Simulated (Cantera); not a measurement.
**Thermodynamics of roasting and sulfation, feed FeS2 + SO3 + O2**

Input: 1 mol FeS2, 0.19 mol SO3, 0.16 mol O2, held at 0.100 bar.

Cantera equilibrium calculation (NASA polynomials, part measured and part estimated; ideal gas, pure solids and liquids). Candidate condensed phases: Fe, FeO, FeS, FeSO4, FeS2, Fe2O3, Fe2(SO4)3, Fe3O4, S; 12 gas species. FeS: taken at fixed stoichiometry. Gases not in the tables: S3 to S7. Kinetics and transport are ignored.

From 752 °C to 1152 °C the condensed part is FeS(s). From 1252 °C to 1352 °C the condensed part is FeS(l).

| T (°C) | x SO2 | x S2 | x SO | x S2O | x S | x Fe | n FeS(s) | n FeS(l) |
|---|---|---|---|---|---|---|---|---|
| 752 | 0.540 | 0.447 | 0.000101 | 0.0130 | 2.76e-8 | <1e-12 | 1.00 | 0 |
| 852 | 0.540 | 0.448 | 0.000358 | 0.0125 | 2.63e-7 | <1e-12 | 1.00 | 0 |
| 952 | 0.539 | 0.448 | 0.00103 | 0.0121 | 1.74e-6 | 1.40e-12 | 1.00 | 0 |
| 1052 | 0.538 | 0.447 | 0.00254 | 0.0117 | 8.65e-6 | 8.73e-11 | 1.00 | 0 |
| 1152 | 0.537 | 0.446 | 0.00548 | 0.0114 | 3.44e-5 | 3.01e-9 | 1.00 | 0 |
| 1252 | 0.533 | 0.445 | 0.0107 | 0.0111 | 0.000114 | 5.77e-8 | 0 | 1.00 |
| 1352 | 0.528 | 0.442 | 0.0191 | 0.0108 | 0.000326 | 7.18e-7 | 0 | 1.000 |
x: gas mole fraction; n: condensed amount in mol.
